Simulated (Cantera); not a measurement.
**Catalytic combustion on Pt**

An isothermal plug-flow reactor at 850 K and 518 Torr (inlet), inlet velocity 1.4 m/s, active area per volume 2800 1/m; feed 1.74 % H₂, 17.4 % O₂, 80.9 % N₂, equivalence ratio 0.050.

Computed with Cantera and Deutschmann's 1995 Pt surface mechanism with GRI-Mech 3.0 gas chemistry. Catalytic surfaces can have several steady states; this one follows from the mechanism file's or the stated starting coverage. Mass transfer to the wall is taken as infinitely fast.

```tsv
z (m)	x H₂	x O₂	x H₂O	θ free Pt	θ O*	θ OH*
8.8e-05	0.00729	0.170	0.0102	0.107	0.891	0.00247
0.00017	0.00424	0.169	0.0133	0.0842	0.913	0.00236
0.00033	0.00180	0.168	0.0157	0.0698	0.928	0.00226
0.00064	0.000428	0.167	0.0171	0.0630	0.935	0.00220
0.0012	3.68e-5	0.167	0.0175	0.0612	0.937	0.00219
0.0024	2.03e-7	0.167	0.0176	0.0610	0.937	0.00218
0.0046	1.52e-11	0.167	0.0176	0.0610	0.937	0.00218
0.0088	<1e-12	0.167	0.0176	0.0610	0.937	0.00218
```
x: gas mole fraction; θ: surface coverage.
